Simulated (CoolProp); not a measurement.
Vapour-liquid equilibrium of CHF3 (R23) (1) + propylene (2) at -29.85 °C; x and y are mole fractions of (1).

The numbers come from the multi-fluid Helmholtz-energy mixture model, Penoncello 2003 and Lemmon 2013; pair parameters Bell 2016 in CoolProp.

```csv
x,bubble pressure (bar),y at the bubble point,dew pressure at overall composition x (bar),liquid density (mol/L)
0.05,3.227,0.351,2.238,14.07
0.2,5.687,0.657,2.645,14.41
0.35,7.205,0.752,3.224,14.76
0.5,8.164,0.802,4.108,15.17
0.65,8.863,0.841,5.591,15.65
0.8,9.472,0.888,8.132,16.27
0.95,10.00,0.962,9.943,17.09
```

No azeotrope shows between x = 0.05 and 0.95.

Pair parameters are fitted to limited data, so mixtures are less certain than the pure fluids. With so large a gap from Raoult's law the liquid may split in two, which this calculation doesn't test in full.
